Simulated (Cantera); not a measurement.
Input (Python, Cantera) and output of one run.

```python
import numpy as np
import cantera as ct

gas_names = """
    O3 NO2
""".split()
cond_names = """
    Si3N4(a) Si(cr) Si(L)
""".split()


# ... load() reads the species with a 1 bar reference pressure and builds the phases ...
species = {s.name: s for s in load("nasa_gas.yaml", gas_names) + load("nasa_condensed.yaml", cond_names)}
# Each term lists the table entries of one substance; the one whose range holds T is used.
reactions = {
    '8 O3(g) + 3 Si3N4 = 9 Si + 12 NO2(g)':
        [(-8, ['O3']), (-3, ['Si3N4(a)']), (9, ['Si(cr)', 'Si(L)']), (12, ['NO2'])],
}


def pick(names, T):
    return next(species[n] for n in names if species[n].thermo.min_temp <= T <= species[n].thermo.max_temp)


results = []
for label, terms in reactions.items():
    print(label)
    print("     T/K   dH/kJ  dS/(J/K)   dG/kJ   log10 K")
    for T in [748, 798, 848, 898, 948, 998, 1048, 1098]:
        used = [(nu, pick(names, T)) for nu, names in terms]
        dH = sum(nu * s.thermo.h(T) for nu, s in used) / 1e6
        dS = sum(nu * s.thermo.s(T) for nu, s in used) / 1e3
        dG = dH - T * dS / 1e3
        logK = -dG * 1e6 / (ct.gas_constant * T * np.log(10))
        results.append((label, T, dH, dS, dG, logK, [s.name for _, s in used]))
        print(f"{T:8g} {dH:8.1f} {dS:8.1f} {dG:8.1f} {logK:8.2f}")
```

It prints:

```
8 O3(g) + 3 Si3N4 = 9 Si + 12 NO2(g)
     T/K   dH/kJ  dS/(J/K)   dG/kJ   log10 K
     748   1506.5    795.6    911.4   -63.64
     798   1505.0    793.7    871.7   -57.05
     848   1503.3    791.6    832.0   -51.25
     898   1501.4    789.5    792.5   -46.10
     948   1499.4    787.3    753.1   -41.49
     998   1497.1    784.9    713.8   -37.36
    1048   1494.7    782.6    674.6   -33.62
    1098   1492.3    780.3    635.5   -30.23
```

Standard-state values (1 bar) from the NASA 1993 polynomials, evaluated with Cantera. Condensed species are held in their standard states even where they would react or evaporate.
